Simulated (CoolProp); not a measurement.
Vapour-liquid equilibrium of n-heptane (1) + p-xylene (2) at 0.247 MPa; x and y are mole fractions of (1).

Values from CoolProp's multi-fluid Helmholtz-energy mixture model, Span 2003 and Zhou 2012; pair parameters Bell 2016.

| x | bubble temperature (K) | y at the bubble point | dew temperature at overall composition x (K) | liquid density (mol/L) |
|---|---|---|---|---|
| 0.05 | 444.0 | 0.127 | 446.6 | 6.698 |
| 0.2 | 433.7 | 0.403 | 441.4 | 6.573 |
| 0.35 | 426.0 | 0.583 | 435.8 | 6.432 |
| 0.5 | 419.8 | 0.713 | 429.6 | 6.284 |
| 0.65 | 414.7 | 0.815 | 422.9 | 6.134 |
| 0.8 | 410.3 | 0.901 | 415.5 | 5.987 |
| 0.95 | 406.3 | 0.976 | 407.7 | 5.843 |

No azeotrope shows between x = 0.05 and 0.95.

Pair parameters are fitted to limited data, so mixtures are less certain than the pure fluids.
